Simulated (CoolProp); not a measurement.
A closed Brayton cycle with carbon dioxide: compressor inlet 323.15 K and 10 MPa, high pressure 21.2 MPa, turbine inlet 985 K, compressor efficiency 0.8, turbine efficiency 0.9, recuperator effectiveness 0.95 (on enthalpy, no pinch check). Each further row changes one setting.

Computed with CoolProp (reference Helmholtz-energy equation of state, Span 1996).

| case | thermal efficiency (%) | net work (kJ/kg) | compressor to turbine work | compressor exit (K) | turbine exit (K) |
|---|---|---|---|---|---|
| as stated | 38.5 | 92.1 | 0.25 | 370.7 | 882.9 |
| turbine inlet 935 K | 37.2 | 85.5 | 0.26 | 370.7 | 836.4 |
| compressor inlet 333.15 K | 38.1 | 84.2 | 0.31 | 393.1 | 882.9 |
| high pressure 18 MPa | 36.0 | 74.2 | 0.23 | 360.1 | 904.6 |
| recuperator effectiveness 0.5 | 17.8 | 92.1 | 0.25 | 370.7 | 882.9 |
